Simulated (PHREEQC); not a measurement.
A column of 0.2 m (40 cells, dispersivity 0.007 m, 3600 s a shift, diffusion coefficient 3e-10 m²/s) holds 0.026 eq of the database's cation exchanger X per kg of pore water, first in equilibrium with 12 mmol/kgw MgCl2, 0.97 mmol/kgw Na2SO4 and 0.01 mmol/kgw HCl. It is flushed with 7.3 mmol/kgw ZnCl2, 8.1 mmol/kgw LiCl, 8.2 mmol/kgw KBr and 0.01 mmol/kgw HCl, at 25 °C. Values are for the last cell. The system is closed to CO2. No solid was allowed to form.

Computed with PHREEQC (ion-association model, phreeqc.dat).

```csv
pore volumes,K in solution (mol/kgw),Br in solution (mol/kgw),Li in solution (mol/kgw),Zn in solution (mol/kgw),S in solution (mol/kgw)
0,0,0,0,0,0.000970
0.2625,0,1.43e-10,1.45e-11,0,0.000970
0.5125,1.41e-7,6.09e-5,2.21e-5,6.61e-12,0.000963
0.7625,4.43e-5,0.00154,0.000890,5.00e-8,0.000788
1.012,0.000553,0.00469,0.00351,3.86e-6,0.000416
1.137,0.00115,0.00600,0.00488,1.54e-5,0.000261
1.387,0.00291,0.00749,0.00681,0.000108,8.35e-5
1.637,0.00485,0.00801,0.00769,0.000408,2.22e-5
1.887,0.00646,0.00816,0.00802,0.00109,5.23e-6
2.138,0.00752,0.00819,0.00812,0.00226,1.14e-6
2.388,0.00807,0.00820,0.00814,0.00372,2.35e-7
2.638,0.00827,0.00820,0.00813,0.00506,4.66e-8
2.888,0.00830,0.00820,0.00812,0.00602,9.01e-9
3.013,0.00830,0.00820,0.00812,0.00636,3.93e-9
3.263,0.00827,0.00820,0.00811,0.00680,7.38e-10
3.513,0.00824,0.00820,0.00810,0.00705,1.37e-10
3.763,0.00822,0.00820,0.00810,0.00717,2.52e-11
4.013,0.00821,0.00820,0.00810,0.00724,4.58e-12
```
